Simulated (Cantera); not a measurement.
Input (Python, Cantera):

```python
import numpy as np
import cantera as ct

gas = ct.Solution("h2o2.yaml")
gas.TPX = 500, 101325, {'H2': 1, 'O2': 0.278, 'N2': 1.04, 'H2O': 0.13}
flame = ct.FreeFlame(gas, width=0.04)
flame.set_refine_criteria(ratio=3, slope=0.08, curve=0.16)
flame.transport_model = "mixture-averaged"
flame.solve(loglevel=0, auto=True)
z, T = flame.grid, flame.T
thick = (T[-1] - T[0]) / np.gradient(T, z).max()
show = ['H2', 'O2', 'H2O', 'HO2', 'O', 'OH']
print(f"laminar burning velocity  {flame.velocity[0] * 100:.3f} cm/s")
print(f"burnt temperature         {T[-1]:.1f} K")
print(f"thermal thickness         {thick * 1e3:.4f} mm")
print(f"grid points               {len(z)}")
z0 = z[flame.heat_release_rate.argmax()]
print(f"{'z/mm':>9s}{'T/K':>9s}{'u/(m/s)':>9s}" + "".join(f"{s:>11s}" for s in show))
rows = []
for k in (-3, -2, -1.5, -1, -0.5, -0.25, 0, 0.25, 0.5, 1, 2, 4, 8):
    zz = z0 + k * thick
    rows.append([k * thick, np.interp(zz, z, T), np.interp(zz, z, flame.velocity),
                 *(np.interp(zz, z, flame.X[gas.species_index(s)]) for s in show)])
    print(f"{rows[-1][0] * 1e3:9.3f}{rows[-1][1]:9.1f}{rows[-1][2]:9.3f}" + "".join(f"{x:11.3e}" for x in rows[-1][3:]))
```

It prints:

```
laminar burning velocity  619.186 cm/s
burnt temperature         2169.5 K
thermal thickness         0.3837 mm
grid points               120
     z/mm      T/K  u/(m/s)         H2         O2        H2O        HO2          O         OH
   -1.151    500.0    6.192  4.085e-01  1.136e-01  5.310e-02  5.317e-13  1.251e-14  2.151e-16
   -0.767    500.0    6.192  4.085e-01  1.136e-01  5.310e-02  6.023e-11  1.595e-12  2.741e-14
   -0.576    500.0    6.192  4.085e-01  1.136e-01  5.311e-02  1.498e-09  3.653e-11  6.281e-13
   -0.384    500.1    6.192  4.084e-01  1.136e-01  5.311e-02  2.444e-07  3.869e-09  8.479e-11
   -0.192    517.7    6.375  4.044e-01  1.139e-01  5.402e-02  2.277e-04  4.857e-06  3.027e-05
   -0.096    745.3    8.957  3.742e-01  1.083e-01  7.370e-02  2.778e-04  1.936e-04  7.624e-04
    0.000   1150.5   13.426  2.931e-01  7.928e-02  1.419e-01  1.028e-04  2.202e-03  1.725e-03
    0.096   1441.8   16.643  2.056e-01  3.003e-02  2.365e-01  3.338e-05  3.868e-03  4.159e-03
    0.192   1579.6   18.134  1.727e-01  8.104e-03  2.792e-01  8.533e-06  2.802e-03  5.291e-03
    0.384   1700.9   19.383  1.693e-01  1.783e-03  2.936e-01  1.823e-06  1.899e-03  5.940e-03
    0.767   1817.8   20.543  1.767e-01  1.006e-03  2.982e-01  1.008e-06  1.337e-03  5.945e-03
    1.535   1927.9   21.605  1.840e-01  5.802e-04  3.028e-01  5.891e-07  7.983e-04  5.294e-03
    3.070   2018.3   22.455  1.901e-01  2.860e-04  3.071e-01  3.114e-07  4.029e-04  4.181e-03
```

Computed with Cantera and the H2/O2 subset of GRI-Mech 3.0, which has no nitrogen chemistry. Burning velocities carry a grid error of a few per cent, more on coarse grids.
